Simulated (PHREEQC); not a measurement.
Cooling-tower water: an equilibrium model

A made-up water analysis in mg/L, 20 °C, pH 6.22, pe 2.3:

```
constituent           mg/L
------------------  ------
Na                    54.4
K                     44.8
Ca                     172
Mg                     138
Cl                     190
S(6) as SO4            381
Alkalinity as HCO3     606
Si as SiO2           0.472
Fe(2)                 1.48
B                   0.0879
```

Cl is adjusted to close the charge balance.
Valence states are taken as typed.

Equilibrium calculation in PHREEQC: ion-association model, wateq4f.dat.

No solid was allowed to form.

Q: Estimate the ionic strength.

A: ionic strength 0.0315 mol/kgw.

Q: In which forms is Mg present?

A: Mg+2 82 %, MgSO4 13 %, MgHCO3+ 4.9 % of the Mg.
